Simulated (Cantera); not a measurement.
An isothermal, constant-pressure homogeneous reactor starts with N2O : H2O = 1 : 0.067 (molar parts), at 1423 K and 1.00 bar.

Model: GRI-Mech 3.0 (53 species, 325 reactions), integrated in Cantera. GRI-Mech 3.0 was tuned for natural gas; its chemistry of N2O as a main component is partial and can be far from experiment. The temperature is held fixed by assumption; the heat of reaction is taken as removed at once.

Task: Predict: x(N2O) at 1.00 s; x(H2O) at 1.00 s; x(N2) at 1.00 s; x(NO2) at 1.00 s; x(OH) at 1.00 s; x(H) at 1.00 s; x(H2) at 1.00 s.

Result: x(N2O) at 1.00 s: 2.45e-6 (gas-phase equilibrium 5.19e-8)
x(H2O) at 1.00 s: 0.0428 (gas-phase equilibrium 0.0427)
x(N2) at 1.00 s: 0.595 (gas-phase equilibrium 0.638)
x(NO2) at 1.00 s: 0.000673 (gas-phase equilibrium 7.72e-6)
x(OH) at 1.00 s: 2.71e-5 (gas-phase equilibrium 2.81e-5)
x(H) at 1.00 s: 1.53e-9 (gas-phase equilibrium 1.48e-9)
x(H2) at 1.00 s: 5.25e-8 (gas-phase equilibrium 4.87e-8)
